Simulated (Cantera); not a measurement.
Feed: 1 mol Si₃N₄, 12 mol O₂, at 17.0 Pa.

Cantera equilibrium calculation (NASA polynomials, part measured and part estimated; ideal gas, pure solids and liquids). Candidate condensed phases: Si, SiO₂, Si₂N₂O, Si₃N₄; 16 gas species. The tables hold silica as quartz up to 1696 K and as liquid above; real silica turns to tridymite and cristobalite and melts near 1996 K. The numbers say what is thermodynamically allowed, not how fast it happens.

Task: At 1225 °C, list the 4 most abundant gas species with their mole fractions, and the condensed phases.

Result: O₂ 0.817, N₂ 0.181, NO 0.00115, O 0.000274. Condensed: SiO₂(β-quartz).
